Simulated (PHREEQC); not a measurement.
0.096 g of hydrous ferric oxide (600 m²/g; 0.2 weak and 0.005 strong sites per Fe, Dzombak-Morel constants, diffuse double layer) in 1 kg of water with 0.1 mol/kgw of an inert sodium salt and 1.2e-06 mol/kgw BaCl2 and 6.5e-05 mol/kgw Ag2SO4, at 25 °C; the pH is set by adding NaOH or the inert anion's acid. O2 is buffered at 0.21 atm. No CO2 enters from the air. Precipitation was switched off in this run.

Equilibrium calculation in PHREEQC: ion-association model, wateq4f.dat.

**Question.** Predict S sorbed (%), surface charge σ (C/m²) at pH = 3, 3.67, 11.

**Answer.** 
```
pH    S sorbed (%)  surface charge σ (C/m²)
----  ------------  -----------------------
3             72.3                    0.210
3.67          71.2                    0.203
11             0.0                   -0.121
```

Species that the database lacks are ignored. The oxide is taken as insoluble; below pH 4 it would dissolve.
